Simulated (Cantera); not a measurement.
A freely propagating, adiabatic, planar premixed flame of H2 : O2 : N2 = 1 : 0.357 : 1.43 (molar parts), equivalence ratio 1.4, unburnt at 300 K and 1.40 bar; mixture-averaged transport, grid criteria slope 0.08 and curve 0.16, no radiation.

Detailed kinetics in Cantera: the H2/O2 subset of GRI-Mech 3.0, which has no nitrogen chemistry. Burning velocities carry a grid error of a few per cent, more on coarse grids.

Problem. How do the results move with these cheaper or finer settings: unity-Lewis-number transport; multicomponent transport; multicomponent+Soret transport; grid criteria slope 0.5, curve 1; grid criteria slope 0.25, curve 0.5; grid criteria slope 0.03, curve 0.06?

Solution. 
```tsv
setting	laminar burning velocity	thermal thickness	peak x(HO2)	peak x(O)	grid points
as above	288 cm/s	0.209 mm	0.000612	0.00524	114
unity-Lewis-number transport	181 cm/s	0.206 mm	0.000398	0.00449	110
multicomponent transport	283 cm/s	0.208 mm	0.000612	0.00515	114
multicomponent+Soret transport	266 cm/s	0.203 mm	0.000612	0.00527	116
grid criteria slope 0.5, curve 1	287 cm/s	0.259 mm	0.000545	0.00471	47
grid criteria slope 0.25, curve 0.5	291 cm/s	0.225 mm	0.000593	0.00518	56
grid criteria slope 0.03, curve 0.06	288 cm/s	0.206 mm	0.000617	0.00526	260
```
Unity Lewis numbers drop preferential diffusion, which matters most where H2 and H carry the flame; Soret adds thermal diffusion.
